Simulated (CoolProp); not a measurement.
Vapour pressure (kPa) of ethanol: the reference equation beside estimates from Tc = 514.7 K, pc = 6268 kPa, ω = 0.644. Clausius-Clapeyron is anchored at 440.5 K with a constant enthalpy of vaporisation of 29.18 kJ/mol.

Values from CoolProp's reference Helmholtz-energy equation of state, Schroeder 2014.

| T (K) | reference | Lee-Kesler | Clausius-Clapeyron | van der Waals | Soave-Redlich-Kwong | Peng-Robinson |
|---|---|---|---|---|---|---|
| 404.7 | 599.2 | 597.2 | 738.7 | 2217 | 603.8 | 605.0 |
| 411.9 | 731.4 | 726.7 | 859.7 | 2406 | 736.2 | 735.7 |
| 419.1 | 885.5 | 877.0 | 995.2 | 2606 | 890.2 | 887.7 |
| 426.2 | 1061 | 1048 | 1144 | 2813 | 1065 | 1061 |
| 433.4 | 1265 | 1246 | 1312 | 3032 | 1269 | 1262 |
| 440.5 | 1495 | 1469 | 1495 | 3259 | 1499 | 1488 |
| 447.7 | 1759 | 1726 | 1699 | 3500 | 1763 | 1749 |
| 454.9 | 2056 | 2016 | 1923 | 3751 | 2061 | 2043 |
| 462 | 2386 | 2338 | 2166 | 4009 | 2391 | 2371 |
| 469.2 | 2758 | 2705 | 2433 | 4282 | 2766 | 2742 |

Absolute difference from the reference over all 10 rows, mean and median: Lee-Kesler 1.4 and 1.6 %, Clausius-Clapeyron 9.6 and 8.5 %, van der Waals 142.1 and 128.8 %, Soave-Redlich-Kwong 0.4 and 0.3 %, Peng-Robinson 0.5 and 0.6 %.
